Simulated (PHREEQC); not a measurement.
Consider water at 20 °C with 16 mmol/kgw K3PO4, 44 mmol/kgw HNO3 and 110 mmol/kgw KHSO4. Closed to the air; pH follows from the charge balance.

Computed with PHREEQC (ion-association model, phreeqc.dat).

```tsv
quantity	before	after
pH	1.38	1.90
ionic strength (mol/kgw)	0.242	0.0583
HSO4- (mol/kgw)	0.0570	0.00780
SO4-2 (mol/kgw)	0.0425	0.0131
H3PO4 (mol/kgw)	0.0128	0.00187
```

Question: Name the change that produced these shifts.
(A) temperature from 20 to 40 °C
(B) HNO3 from 0.044 to 0.44 mol/kgw
(C) temperature from 20 to 65 °C
(D) HNO3 left out
(E) diluted 5-fold with water

Answer: E, diluted 5-fold with water

This is a speciation only: nothing precipitates in the calculation.
